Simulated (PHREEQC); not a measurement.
Solution A (14 mmol/kgw CsOH and 0.25 mmol/kgw (CH3)4NCl) is mixed with solution B (0.017 mol HF, 0.00034 mol NH4HF2 and 4.8e-05 mol H4SiO4 per kg of water) at 25 °C; shares are by mass of water, 1 kg in all. O2 is buffered at 0.21 atm. No CO2 enters from the air. The run lets SiO2(a) precipitate or redissolve, and no other solid.

The numbers come from PHREEQC with the ion-association model, wateq4f.dat.

| share of solution B | pH | SiF6-2 (mol/kgw) | HF (mol/kgw) | F- (mol/kgw) | H3SiO4- (mol/kgw) |
|---|---|---|---|---|---|
| 0 | 12.09 | 0 | 0 | 0 | 0 |
| 0.1 | 11.98 | 0 | 2.44e-12 | ___ | 4.38e-6 |
| 0.2 | ___ | 0 | 6.92e-12 | 0.00354 | 8.95e-6 |
| 0.3 | 11.61 | 0 | 1.77e-11 | 0.00530 | 1.37e-5 |
| 0.4 | ___ | 0 | 8.08e-11 | ___ | 1.81e-5 |
| 0.5 | 3.86 | 2.36e-5 | 0.00138 | 0.00723 | 4.08e-13 |
| 0.6 | 3.33 | 2.88e-5 | 0.00400 | 0.00616 | 0 |
| 0.7 | 3.05 | 3.36e-5 | ___ | 0.00521 | 0 |
| 0.8 | 2.84 | 3.84e-5 | 0.00882 | 0.00439 | 0 |
| 0.9 | ___ | 4.32e-5 | 0.0110 | 0.00372 | 0 |
| 1 | 2.54 | 4.80e-5 | 0.0130 | 0.00318 | 0 |

Q: Complete the blanks.

A: 
- 0.1, F- (mol/kgw): 0.00177
- 0.2, pH: 11.84
- 0.4, pH: 11.07
- 0.4, F- (mol/kgw): 0.00707
- 0.7, HF (mol/kgw): 0.00649
- 0.9, pH: 2.67

(CH3)4N+ isn't in the database: it is added as a free cation with an ion size of 4 Å. SiF6-2 is the database's only silicon fluoride.
